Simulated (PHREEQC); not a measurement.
1.2 g of hydrous ferric oxide (600 m²/g; 0.2 weak and 0.005 strong sites per Fe, Dzombak-Morel constants, diffuse double layer) in 1 kg of water with 0.3 mol/kgw of an inert sodium salt, at 25 °C; the pH is set by adding NaOH or the inert anion's acid. Oxygen alone is held at its pressure in air (log pO2 = -0.68). The system is closed to CO2. Precipitation was switched off in this run.

The numbers come from PHREEQC with the ion-association model, wateq4f.dat.

Question: Predict surface charge σ (C/m²), surface potential ψ (mV) at pH = 6.25, 6.62, 7.38, 9.62, 10.

Answer: 
```csv
pH,surface charge σ (C/m²),surface potential ψ (mV)
6.25,0.129,74
6.62,0.095,61
7.38,0.041,31
9.62,-0.097,-62
10,-0.132,-75
```
